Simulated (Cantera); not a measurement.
A closed system holds: 1 mol NH₃, 0.098 mol SO₂, held at 3225 K and 10.0 mbar.

These are equilibrium values from Cantera (NASA tables, ideal gas, pure condensed phases), not measurements of a reactor. Candidate condensed phases: H₂O, H₂SO₄, S; 35 gas species. The numbers say what is thermodynamically allowed, not how fast it happens.

Base state: H 0.721, N₂ 0.140, H₂ 0.0576, O 0.0445, S 0.0253, OH 0.00595, SO 0.00171, H₂O 0.00122 (mole fractions); condensed: gas only.

Q: What changes in the equilibrium state with this change: temperature from 3225 K to 1948.15 K?

A: 
```
species    before    after
-------  --------  -------
H₂         0.0576    0.625
N₂          0.140    0.243
H₂O       0.00122   0.0911
H           0.721  0.00894
O          0.0445  1.25e-6
S₂        2.94e-5   0.0151
S          0.0253  0.00276
N        0.000201  2.06e-9
O₂       0.000367  7.93e-8
H₂S       2.34e-6  0.00524
S₂O       2.42e-8  1.73e-5
NO        0.00109  2.26e-6
```
